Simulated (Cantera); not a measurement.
Feed: 1 mol Al(CH₃)₃, 39 mol N₂O, 2.3 mol H₂, at 1500 K and 86.0 Pa.

Equilibrium computed with Cantera from the NASA thermochemical tables; the gas is ideal and each condensed phase is pure. Candidate condensed phases: Al, AlN, Al₂O₃, C, C₆H₆, C₇H₈, C₈H₁₈, H₂O; 148 gas species. The feed counts by its element totals alone. Kinetics and transport are ignored.

Base state: N₂ 0.637, O₂ 0.201, H₂O 0.111, CO₂ 0.0490, NO 0.00108, OH 0.000476, O 6.20e-5, CO 1.82e-5 (mole fractions); condensed: Al₂O₃(s).

Q: What changes in the equilibrium state with this change: temperature from 1500 K to 1898.15 K?

A: 
| species | before | after |
|---|---|---|
| N₂ | 0.637 | 0.631 |
| O₂ | 0.201 | 0.196 |
| H₂O | 0.111 | 0.105 |
| OH | 0.000476 | 0.00714 |
| CO₂ | 0.0490 | 0.0468 |
| H | 2.40e-6 | 0.000861 |
| CO | 1.82e-5 | 0.00194 |
| O | 6.20e-5 | 0.00443 |
| H₂ | 1.60e-5 | 0.00104 |
| Al₂O₃(s), mol | 0.500 | 0.500 |

Q: What changes in the equilibrium state with this change: temperature from 1500 K to 1098 K?

A: 
```csv
species,before,after
N₂,0.637,0.638
O₂,0.201,0.202
H₂O,0.111,0.111
NO,0.00108,7.36e-5
CO₂,0.0490,0.0491
CO,1.82e-5,4.70e-9
O,6.20e-5,3.64e-8
H₂,1.60e-5,1.06e-8
OH,0.000476,4.01e-6
"Al₂O₃(s), mol",0.500,0.500
```

Q: What changes in the equilibrium state with this change: temperature from 1500 K to 2273 K?

A: 
```csv
species,before,after
N₂,0.637,0.586
O₂,0.201,0.167
H₂O,0.111,0.0647
O,6.20e-5,0.0590
H,2.40e-6,0.0281
CO,1.82e-5,0.0205
OH,0.000476,0.0294
NO,0.00108,0.0114
CO₂,0.0490,0.0250
AlO₂H,<1e-9,7.72e-5
AlO,<1e-9,1.83e-5
H₂,1.60e-5,0.00959
"Al₂O₃(s), mol",0.500,0.497
```
